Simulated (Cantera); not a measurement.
An adiabatic, constant-volume homogeneous reactor starts with CH4 : O2 : N2 = 1 : 1.67 : 6.27 (molar parts), equivalence ratio 1.2, at 1648 K and 530000 Pa.

Detailed kinetics in Cantera: GRI-Mech 3.0 (53 species, 325 reactions). Above 3000 K some thermodynamic fits are extrapolated.

One state of this run: T (K) = 3135; P (bar) = 10.8; x CH4 = <1e-12; x O2 = 0.00805; x CH2 = 4.46e-12; x NO = 0.00995; x C2H2 = <1e-12; x HCN = 5.42e-8; x O = 0.00483. x: mole fraction; the columns are a selection and need not sum to one.

Task: Which value of t (s) does it belong to?
A) 0.0419
B) 1.67e-5
C) 9.51e-5
D) 3.99e-5

Result: A, 0.0419
